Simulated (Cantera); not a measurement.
A closed system holds: 1 mol MgO, 0.35 mol HI, held at 1.00 bar.

Equilibrium computed with Cantera from the NASA thermochemical tables; the gas is ideal and each condensed phase is pure. Candidate condensed phases: H₂O, I₂, Mg, MgI₂, MgO, Mg(OH)₂; 20 gas species. The numbers say what is thermodynamically allowed, not how fast it happens. All values below are at 1198 K.

Base state: HI 0.617, H₂ 0.155, I₂ 0.112, I 0.0858, H₂O 0.0155, MgI₂ 0.0155 (mole fractions); condensed: MgO(s).

Question: What changes in the equilibrium state with this change: pressure from 1.00 bar to 4.50 bar?

Answer: 
| species | before | after |
|---|---|---|
| HI | 0.617 | 0.648 |
| H₂ | 0.155 | 0.149 |
| I₂ | 0.112 | 0.127 |
| I | 0.0858 | 0.0432 |
| MgI₂ | 0.0155 | 0.0163 |
| H₂O | 0.0155 | 0.0163 |
| MgO(s), mol | 0.994 | 0.994 |
